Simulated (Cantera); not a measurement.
What does this Cantera script print?

```python
import numpy as np
import cantera as ct

gas_names = [...]  # 62 gases of nasa_gas.yaml made of B, F, H, N, O
cond_names = """
    B(b) B(L) BN(s) B2O3(L) B3O3H3(cr) H2O(s) H2O(L)
""".split()


# ... load() reads the species with a 1 bar reference pressure and builds the phases ...
atoms = {
    'B2O3': {'B': 2, 'O': 3},
    'NF3': {'N': 1, 'F': 3},
    'H2': {'H': 2},
}
top_T = {'BN(s)': 3200}  # K; cautious upper limits of use, not melting points


# ... equilibrate(T, P, feed) seeds the gas with the atoms and calls Mixture.equilibrate('TP', solver="vcs", rtol=1e-11, max_steps=5000) ...
results = []
feed = {'B2O3': 1, 'NF3': 0.94, 'H2': 0.25}  # mol
T = 1500  # K
P = 5.7  # Pa
mix = equilibrate(T, P, feed)
results.append((T, P, feed, dict(zip(mix.species_names, mix.species_moles))))
x = sorted(zip(gas.X, gas.species_names), reverse=True)
print(f"T = {T:g} K  P = {P:g} Pa  gas = {mix.phase_moles(0):.4g} mol")
print("   x: " + "  ".join(f"{s} {v:.3e}" for v, s in x if v > 0.001))
print("   condensed (mol): " + ("  ".join(f"{mix.phase(i).name} {mix.phase_moles(i):.4g}"
      for i in range(1, mix.n_phases) if mix.phase_moles(i) > 1e-12) or "none"))
```

Output:

```
T = 1500 K  P = 5.7 Pa  gas = 3.549 mol
   x: BOF 5.179e-01  O2 1.630e-01  HF 1.405e-01  N2 1.322e-01  BF3 4.535e-02
   condensed (mol): none
```

Method: chemical equilibrium by Gibbs-energy minimisation in Cantera with the NASA 1993 tables (ideal gas, pure condensed phases).
